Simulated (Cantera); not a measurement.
# Premixed flame

A freely propagating, adiabatic, planar premixed flame of 20.5 % H₂, 16.0 % O₂, 62.4 % N₂, 1.09 % H₂O, equivalence ratio 0.64, unburnt at 600 K and 100.0 Torr; mixture-averaged transport, grid criteria slope 0.08 and curve 0.16, no radiation.

Detailed kinetics in Cantera: the H2/O2 subset of GRI-Mech 3.0, which has no nitrogen chemistry. Burning velocities carry a grid error of a few per cent, more on coarse grids. Lean hydrogen flames are cellular in practice and burn faster than this planar one.

| z (mm) | T (K) | u (m/s) | x H₂ | x O₂ | x H₂O | x OH | x H | x HO₂ |
|---|---|---|---|---|---|---|---|---|
| -19.0 | 600 | 4.36 | 0.205 | 0.160 | 0.0109 | <1e-8 | <1e-8 | <1e-8 |
| -12.6 | 600 | 4.36 | 0.205 | 0.160 | 0.0109 | <1e-8 | <1e-8 | <1e-8 |
| -9.49 | 600 | 4.36 | 0.205 | 0.160 | 0.0109 | <1e-8 | <1e-8 | <1e-8 |
| -6.32 | 600 | 4.36 | 0.205 | 0.160 | 0.0109 | <1e-8 | 1.80e-7 | 6.67e-7 |
| -3.16 | 609 | 4.42 | 0.202 | 0.160 | 0.0115 | 3.19e-5 | 0.000248 | 5.64e-5 |
| -1.58 | 727 | 5.20 | 0.181 | 0.157 | 0.0229 | 0.000320 | 0.00544 | 3.95e-5 |
| 0 | 1056 | 7.36 | 0.0883 | 0.123 | 0.0956 | 0.00245 | 0.0348 | 1.90e-5 |
| 1.58 | 1309 | 9.01 | 0.0254 | 0.0800 | 0.169 | 0.00650 | 0.0462 | 1.03e-5 |
| 3.16 | 1429 | 9.78 | 0.0193 | 0.0726 | 0.182 | 0.00850 | 0.0390 | 7.87e-6 |
| 6.32 | 1560 | 10.6 | 0.0181 | 0.0695 | 0.190 | 0.0106 | 0.0288 | 6.13e-6 |
| 12.6 | 1694 | 11.4 | 0.0158 | 0.0670 | 0.200 | 0.0122 | 0.0189 | 4.65e-6 |
| 25.3 | 1821 | 12.1 | 0.0123 | 0.0650 | 0.210 | 0.0127 | 0.0108 | 3.34e-6 |
| 50.6 | 1928 | 12.7 | 0.00824 | 0.0637 | 0.219 | 0.0118 | 0.00513 | 2.25e-6 |
x: mole fraction of selected species; z is measured from the peak of heat release.

```
Item                         Value
------------------------  --------
laminar burning velocity  436 cm/s
thermal thickness          6.32 mm
peak x(OH)                  0.0128
peak x(H)                   0.0468
peak x(HO₂)                5.66e-5
grid points                    133
```
